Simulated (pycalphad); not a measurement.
An equivalent pycalphad script:

```python
from pycalphad import Database, equilibrium, calculate, variables as v
import numpy as np
db = Database('COST507.tdb')
comps = ['MN', 'SI', 'VA']
phases = ['BCC_A2', 'CBCC_A12', 'CUB_A13', 'DIAMOND_A4', 'FCC_A1', 'LIQUID', 'MN11SI19', 'MN3SI', 'MN5SI3', 'MN6SI', 'MN9SI2', 'MNSI']
eq = equilibrium(db, comps, phases, {v.X('SI'): 0.0736, v.T: np.arange(2350, 499, -40), v.P: 101325, v.N: 1}, output=['HM', 'SM'])
```

Computed with pycalphad from the COST 507 light-alloy database (1999), at 1 atm. No gas phase is included, though pure Mn would boil below 2077 °C. The data set is of 1999 and partly superseded. Phase fractions are per mole of atoms. Diffusion is slow at the low end, where real alloys seldom reach equilibrium.

Results at three of the temperatures:

```
T = 2230.00 K, P = 101325 Pa, N = 1 mol of atoms
G = -175329 J/mol, H = 88778 J/mol, S = 118.43 J/(mol K)  (SER reference)
chemical potentials (J/mol): Mn -170078, Si -241428
phase             fraction      x(Mn)      x(Si)
LIQUID              1.0000     0.9264     0.0736
```

```
T = 1910.00 K, P = 101325 Pa, N = 1 mol of atoms
G = -138552 J/mol, H = 73908 J/mol, S = 111.24 J/(mol K)  (SER reference)
chemical potentials (J/mol): Mn -132887, Si -209859
phase             fraction      x(Mn)      x(Si)
LIQUID              1.0000     0.9264     0.0736
```

```
T = 990.00 K, P = 101325 Pa, N = 1 mol of atoms
G = -53108 J/mol, H = 18830 J/mol, S = 72.66 J/(mol K)  (SER reference)
chemical potentials (J/mol): Mn -47794, Si -120002
phase             fraction      x(Mn)      x(Si)
CUB_A13             1.0000     0.9264     0.0736
```

Changes of the phase set, refined by bisection:

| T (°C) | phases above | phases below |
|---|---|---|
| 1181.7 | liquid | bcc + liquid |
| 1172.2 | bcc + liquid | β-Mn + liquid |
| 1134.8 | β-Mn + liquid | β-Mn |
| 615.2 | β-Mn | α-Mn + β-Mn |
| 599.5 | α-Mn + β-Mn | α-Mn |
| 574.2 | α-Mn | α-Mn + MN6SI |

Database names, with the compositions (at.%) that they take in these runs: MN6SI: Mn 85 Si 15. CUB_A13 is β-Mn.
